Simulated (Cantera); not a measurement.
What does this Cantera script print?

```python
import numpy as np
import cantera as ct

gas = ct.Solution("gri30.yaml")


def delay(T, t_max=10):
    gas.TPX = T, 130000, {'CO': 1, 'H2': 0.65, 'O2': 0.688, 'N2': 2.58, 'H2O': 0.55}
    reactor = ct.IdealGasReactor(gas, clone=False)
    net = ct.ReactorNet([reactor])
    net.rtol, net.atol = 1e-8, 1e-16
    while net.time < t_max:
        t_old, T_old = net.time, reactor.T
        net.step()
        if reactor.T > T + 400:  # ignition: a rise of 400 K
            return t_old + (T + 400 - T_old) / (reactor.T - T_old) * (net.time - t_old)
    return np.nan


taus = []
for T in [948, 998, 1048, 1098, 1148, 1198, 1248]:
    taus.append(delay(T))
    print(f"T0 = {T:6g} K   tau = {taus[-1]:.4e} s")
```

It prints:

```
T0 =    948 K   tau = 2.2094e-02 s
T0 =    998 K   tau = 3.5054e-03 s
T0 =   1048 K   tau = 5.3589e-04 s
T0 =   1098 K   tau = 1.6336e-04 s
T0 =   1148 K   tau = 8.7683e-05 s
T0 =   1198 K   tau = 5.8343e-05 s
T0 =   1248 K   tau = 4.3010e-05 s
```

Cantera simulation using GRI-Mech 3.0 (53 species, 325 reactions); the numbers are that mechanism's predictions, not measurements. Below about 950 K walls govern HO2 and H2O2 in real vessels.
